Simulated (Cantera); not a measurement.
An adiabatic, constant-pressure homogeneous reactor starts with H2 : O2 : N2 = 1 : 0.794 : 2.06 (molar parts), at 1400 K and 780000 Pa. Integrator tolerance rtol = 1e-08.

Detailed kinetics in Cantera: GRI-Mech 3.0 (53 species, 325 reactions). The hydrogen kinetics of GRI-Mech 3.0 are dated; newer H2 mechanisms differ, most at raised pressure.

```csv
quantity,before,after
time of steepest temperature rise,2.31 µs,2.24 µs
temperature at 0.500 s,2890 K,3089 K
equilibrium temperature,2890 K,3089 K
x(H2) at 0.500 s,0.0109 (gas-phase equilibrium 0.0109),0.0150 (gas-phase equilibrium 0.0150)
x(O2) at 0.500 s,0.0705 (gas-phase equilibrium 0.0705),0.0667 (gas-phase equilibrium 0.0667)
x(N2O) at 0.500 s,2.85e-6 (gas-phase equilibrium 2.85e-6),4.97e-6 (gas-phase equilibrium 4.97e-6)
x(NO2) at 0.500 s,2.12e-5 (gas-phase equilibrium 2.12e-5),3.10e-5 (gas-phase equilibrium 3.10e-5)
x(HO2) at 0.500 s,4.12e-5 (gas-phase equilibrium 4.12e-5),6.59e-5 (gas-phase equilibrium 6.59e-5)
x(NO) at 0.500 s,0.0209 (gas-phase equilibrium 0.0209),0.0258 (gas-phase equilibrium 0.0258)
x(OH) at 0.500 s,0.0307 (gas-phase equilibrium 0.0307),0.0386 (gas-phase equilibrium 0.0386)
```

Which change was made?
A) initial temperature 1400 to 1200 K
B) constant volume in place of constant pressure
C) pressure from 780000 Pa to 1700000 Pa
D) initial temperature 1400 to 1373 K

B, constant volume in place of constant pressure
